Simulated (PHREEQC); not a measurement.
A column of 0.5 m (40 cells, dispersivity 0.04 m, 300 s a shift, diffusion coefficient 3e-10 m²/s) holds 0.0066 eq of the database's cation exchanger X per kg of pore water, first in equilibrium with 2 mmol/kgw SrCl2, 0.47 mmol/kgw NaCl and 0.01 mmol/kgw HCl. It is flushed with 4.4 mmol/kgw LiCl, 0.73 mmol/kgw NaCl and 0.01 mmol/kgw HCl, at 40 °C. Values are for the last cell. CO2 from the air is kept out. Nothing may precipitate in this run.

Model: ion-association model, phreeqc.dat, run in PHREEQC.

```
pore volumes  Li in solution (mol/kgw)  Sr in solution (mol/kgw)  Na in solution (mol/kgw)
------------  ------------------------  ------------------------  ------------------------
0                                    0                   0.00200                  0.000470
0.3125                         3.71e-6                   0.00200                  0.000470
0.6125                             [?]                       [?]                  0.000490
0.9125                         0.00178                   0.00123                  0.000549
1.212                          0.00288                       [?]                  0.000600
1.512                          0.00350                  0.000464                  0.000631
1.812                          0.00382                  0.000316                  0.000650
2.112                              [?]                  0.000235                  0.000664
2.413                          0.00408                       [?]                  0.000674
2.562                          0.00411                  0.000168                  0.000678
2.862                          0.00416                  0.000142                  0.000685
3.163                          0.00419                       [?]                  0.000690
3.462                          0.00422                       [?]                  0.000695
3.763                          0.00424                   9.82e-5                  0.000698
4.062                          0.00425                   8.95e-5                  0.000701
4.362                          0.00426                       [?]                  0.000703
4.662                          0.00427                   7.65e-5                  0.000705
4.963                          0.00428                   7.14e-5                  0.000707
```

Fill in the missing entries.


- 0.6125, Li in solution (mol/kgw): 0.000477
- 0.6125, Sr in solution (mol/kgw): 0.00180
- 1.212, Sr in solution (mol/kgw): 0.000744
- 2.112, Li in solution (mol/kgw): 0.00399
- 2.413, Sr in solution (mol/kgw): 0.000186
- 3.163, Sr in solution (mol/kgw): 0.000123
- 3.462, Sr in solution (mol/kgw): 0.000109
- 4.362, Sr in solution (mol/kgw): 8.24e-5

Complexes and solids missing from the database can't appear. Constants without temperature data keep their 25 °C values here.
